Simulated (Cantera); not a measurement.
## Thermodynamics of fluorocarbon and chlorocarbon gases, feed CF4 + HCl

Charge: 1 mol CF4, 2.1 mol HCl, held at 0.00150 bar.

Cantera equilibrium calculation (NASA polynomials, part measured and part estimated; ideal gas, pure solids and liquids). Candidate condensed phases: C, C6H6, C7H8, C8H18; 135 gas species. Ions and electrons are included (thermal ionisation). The tables' values for CCl are old estimates; treat these amounts as uncertain. Gases not in the tables: C2F6 and larger saturated fluorocarbons. Equilibrium is a limit: real reactors are often held back by kinetics, nucleation or transport.

From 1727 °C to 2227 °C the condensed part is C(graphite). From 2727 °C to 4727 °C nothing is condensed. The main C-bearing gas is CF2 at 1727 °C and C at 4727 °C.

```
T (°C)  log p F  log p HF  log p Cl  log p H  log p C  log p CF2  log p CF4  log p C3  log p CF  n C(graphite)
------  -------  --------  --------  -------  -------  ---------  ---------  --------  --------  -------------
1727      -3.99     -3.21     -3.21    -8.18   -10.52      -4.04      -4.17    -10.56     -6.32          0.452
2227      -3.37     -3.28     -3.28    -5.79    -6.78      -4.69      -8.34     -6.30     -4.86          0.856
2727      -3.31     -3.47     -3.35    -3.97    -4.57      -6.12     -12.78     -4.34     -4.53              0
3227      -3.20     -4.38     -3.45    -3.50    -3.86      -7.87       <-14     -5.53     -5.09              0
3727      -3.19     -5.44     -3.46    -3.47    -3.79      -9.80       <-14     -7.83     -6.05              0
4227      -3.19     -6.31     -3.47    -3.47    -3.79     -11.37       <-14     -9.77     -6.86              0
4727      -3.19     -7.01     -3.47    -3.47    -3.79     -12.63       <-14    -11.34     -7.52              0
```
log p: log10 of the partial pressure in bar; n: condensed amount in mol.
